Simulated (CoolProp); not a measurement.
Saturated liquid density (kg/m³) of cyclopentane: the reference equation beside estimates from Tc = 511.7 K, pc = 4583 kPa, ω = 0.202. Rackett uses Z = 0.29056 − 0.08775 ω.

The numbers come from the reference Helmholtz-energy equation of state, Gedanitz 2015 in CoolProp.

```tsv
T (K)	reference	Rackett	van der Waals	Redlich-Kwong	Soave-Redlich-Kwong	Peng-Robinson
364.1	670.1	688.2	426.8	617.3	636.8	721.3
372.7	660.0	677.6	420.2	605.6	625.5	708.9
381.4	649.5	666.6	413.4	593.3	613.6	695.7
390	638.7	655.4	406.3	580.7	601.3	681.9
398.6	627.7	643.8	399.0	567.5	588.3	667.4
407.2	616.2	631.8	391.3	553.7	574.7	652.1
415.8	604.3	619.3	383.3	539.3	560.3	635.9
424.5	591.7	606.1	374.8	524.0	544.9	618.4
433.1	578.6	592.4	366.0	508.1	528.7	599.9
441.7	564.8	577.9	356.7	491.3	511.4	580.1
450.3	550.2	562.5	346.7	473.4	492.9	558.8
458.9	534.5	545.9	336.0	454.2	472.9	535.6
467.6	517.1	527.6	324.2	433.3	450.9	509.9
476.2	497.9	507.6	311.4	410.6	426.7	481.6
```

Absolute difference from the reference over all 14 rows, mean and median: Rackett 2.4 and 2.5 %, van der Waals 36.7 and 36.6 %, Redlich-Kwong 11.7 and 11.1 %, Soave-Redlich-Kwong 8.4 and 7.6 %, Peng-Robinson 4.5 and 4.9 %.
